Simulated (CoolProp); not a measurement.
A single-stage vapour-compression cycle with trans-2-butene: evaporating at 247.15 K (dew point), condensing at 316.15 K (bubble point), superheat 0 K, subcooling 2 K, compressor efficiency 0.6, no pressure losses. Each further row changes one setting.

Computed with CoolProp (reference Helmholtz-energy equation of state, Lemmon 2005). It is a short technical equation, of lower accuracy than the large ones.

```json
[
 {"case": "as stated", "cooling COP": "1.65", "pressure ratio": "12.5", "discharge temperature (K)": "359.3", "refrigerating effect (kJ/kg)": "278", "volumetric capacity (kJ/m³)": "247"},
 {"case": "evaporating temperature 252.15 K", "cooling COP": "___", "pressure ratio": "___", "discharge temperature (K)": "354.6", "refrigerating effect (kJ/kg)": "284", "volumetric capacity (kJ/m³)": "314"},
 {"case": "condensing temperature 311.15 K", "cooling COP": "1.83", "pressure ratio": "10.9", "discharge temperature (K)": "___", "refrigerating effect (kJ/kg)": "290", "volumetric capacity (kJ/m³)": "257"},
 {"case": "subcooling 7 K", "cooling COP": "1.72", "pressure ratio": "12.5", "discharge temperature (K)": "359.3", "refrigerating effect (kJ/kg)": "290", "volumetric capacity (kJ/m³)": "257"},
 {"case": "superheat 10 K", "cooling COP": "1.66", "pressure ratio": "12.5", "discharge temperature (K)": "370.7", "refrigerating effect (kJ/kg)": "___", "volumetric capacity (kJ/m³)": "249"},
 {"case": "compressor efficiency 0.5", "cooling COP": "___", "pressure ratio": "12.5", "discharge temperature (K)": "___", "refrigerating effect (kJ/kg)": "278", "volumetric capacity (kJ/m³)": "247"}
]
```

Question: Fill in the missing entries.

Answer: 
- evaporating temperature 252.15 K, cooling COP: 1.86
- evaporating temperature 252.15 K, pressure ratio: 9.87
- condensing temperature 311.15 K, discharge temperature (K): 353.0
- superheat 10 K, refrigerating effect (kJ/kg): 292
- compressor efficiency 0.5, cooling COP: 1.37
- compressor efficiency 0.5, discharge temperature (K): 377.0
